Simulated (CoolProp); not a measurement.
Vapour-liquid equilibrium of R134a (1) + R236FA (2) at 334 K; x and y are mole fractions of (1).

Computed with CoolProp (multi-fluid Helmholtz-energy mixture model, Tillner-Roth 1994 and Pan 2012; pair parameters Bell 2016).

| x | bubble pressure (bar) | y at the bubble point | dew pressure at overall composition x (bar) | liquid density (mol/L) |
|---|---|---|---|---|
| 0.05 | (withheld) | (withheld) | 8.032 | 8.148 |
| 0.2 | 9.452 | 0.308 | 8.806 | 8.440 |
| 0.35 | 10.75 | (withheld) | 9.732 | 8.749 |
| 0.5 | 12.10 | 0.636 | 10.86 | 9.075 |
| 0.65 | 13.53 | 0.763 | 12.24 | 9.417 |
| 0.8 | 15.03 | (withheld) | 13.99 | 9.775 |
| 0.95 | 16.61 | 0.970 | 16.26 | 10.15 |

Q: What belongs in the gaps?

A: 
- 0.05, bubble pressure (bar): 8.207
- 0.05, y at the bubble point: 0.086
- 0.35, y at the bubble point: 0.487
- 0.8, y at the bubble point: 0.873

No azeotrope shows between x = 0.05 and 0.95.

The pair parameters rest on a limited set of measurements; away from them the model extrapolates.
